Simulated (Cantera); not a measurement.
## Moist CO burnout

An isothermal, constant-pressure homogeneous reactor starts with 0.371 % CO, 0.674 % O₂, 1.27 % H₂O, 97.7 % N₂, at 1475 K and 0.987 atm.

Model: GRI-Mech 3.0 (53 species, 325 reactions), integrated in Cantera.

```tsv
t (s)	x CO	x O₂	x H₂O	x NO	x HO₂	x CO₂
2.00e-6	0.00371	0.00674	0.0127	<1e-12	2.07e-11	8.47e-11
6.37e-6	0.00371	0.00674	0.0127	<1e-12	6.54e-11	2.72e-10
2.03e-5	0.00371	0.00674	0.0127	<1e-12	2.03e-10	8.94e-10
6.47e-5	0.00371	0.00674	0.0127	<1e-12	6.04e-10	3.29e-9
0.000206	0.00371	0.00674	0.0127	<1e-12	1.73e-9	2.00e-8
0.000658	0.00371	0.00674	0.0127	<1e-12	1.44e-8	6.24e-7
0.00210	0.00271	0.00621	0.0123	1.53e-8	1.10e-6	0.000999
0.00668	0.000188	0.00497	0.0125	5.63e-7	6.90e-7	0.00353
0.0213	1.81e-5	0.00489	0.0127	6.49e-7	1.36e-7	0.00370
0.0678	2.10e-6	0.00489	0.0127	6.66e-7	2.10e-8	0.00372
0.216	4.05e-7	0.00489	0.0127	6.70e-7	5.49e-9	0.00372
0.689	1.89e-7	0.00489	0.0127	6.72e-7	3.53e-9	0.00372
2.20	1.79e-7	0.00489	0.0127	6.77e-7	3.44e-9	0.00372
7.00	1.79e-7	0.00489	0.0127	6.90e-7	3.44e-9	0.00372
```
x: mole fraction; the columns are a selection and need not sum to one.

Equilibrium at this temperature and pressure: CO 1.81e-7, O₂ 0.00480, H₂O 0.0127, NO 0.000183, HO₂ 3.39e-9, CO₂ 0.00372 (gas phase only).
